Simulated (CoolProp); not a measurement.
Saturation properties of R113.

Computed with CoolProp (reference Helmholtz-energy equation of state, Marx 1992).

```tsv
T (K)	p (MPa)	liquid density (kg/m³)	vapour density (kg/m³)	enthalpy of vaporisation (kJ/kg)	surface tension (mN/m)
287.2	…	1589	2.279	154.6	18.4
289.8	0.03192	1583	2.526	153.8	18.1
292.4	0.03557	1577	2.795	153.1	17.8
295	0.03954	1571	3.085	152.3	17.5
297.5	0.04370	1565	3.385	151.5	17.3
300.1	…	1558	3.722	150.8	…
302.7	…	1552	…	150.0	16.7
305.3	…	1546	4.474	149.2	16.4
307.9	0.06486	1540	4.892	148.4	16.1
310.4	0.07099	1534	5.323	147.6	15.8
313	0.07784	…	5.801	146.8	15.5
315.6	0.08520	1521	6.312	146.0	15.2
318.2	0.09309	1514	6.858	145.1	15.0
320.7	0.1012	1508	7.416	144.3	14.7
323.3	0.1102	1502	8.034	143.5	14.4
```

Fill in the missing entries.


- 287.2, p (MPa): 0.02857
- 300.1, p (MPa): 0.04838
- 300.1, surface tension (mN/m): 17.0
- 302.7, p (MPa): 0.05345
- 302.7, vapour density (kg/m³): 4.085
- 305.3, p (MPa): 0.05894
- 313, liquid density (kg/m³): 1527

It boils at 320.7 K under 1 atm.

Surface tension comes from a separate correlation (Mulero 2012).
